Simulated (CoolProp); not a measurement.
A closed Brayton cycle with dry air: compressor inlet 316.15 K and 5.4 MPa, high pressure 18.4 MPa, turbine inlet 910 K, compressor efficiency 0.89, turbine efficiency 0.93, recuperator effectiveness 0.95 (on enthalpy, no pinch check). Each further row changes one setting.

The numbers come from the reference Helmholtz-energy equation of state, Lemmon 2000 in CoolProp. It is a pseudo-pure fit of the blend.

```
case                           thermal efficiency (%)  net work (kJ/kg)  compressor to turbine work  compressor exit (K)  turbine exit (K)
-----------------------------  ----------------------  ----------------  --------------------------  -------------------  ----------------
as stated                                         ___               110                        0.58                466.9             676.9
turbine inlet 860 K                              36.1              95.3                         ___                466.9               ___
compressor inlet 326.15 K                        37.5               105                         ___                481.3             676.9
high pressure 15.6 MPa                           40.9               ___                        0.56                  ___             704.7
recuperator effectiveness 0.5                    28.8               110                        0.58                466.9             676.9
```

Question: Some entries are withheld; supply them.

Answer: 
- as stated, thermal efficiency (%): 39.2
- turbine inlet 860 K, compressor to turbine work: 0.62
- turbine inlet 860 K, turbine exit (K): 637.7
- compressor inlet 326.15 K, compressor to turbine work: 0.60
- high pressure 15.6 MPa, net work (kJ/kg): 103
- high pressure 15.6 MPa, compressor exit (K): 443.5
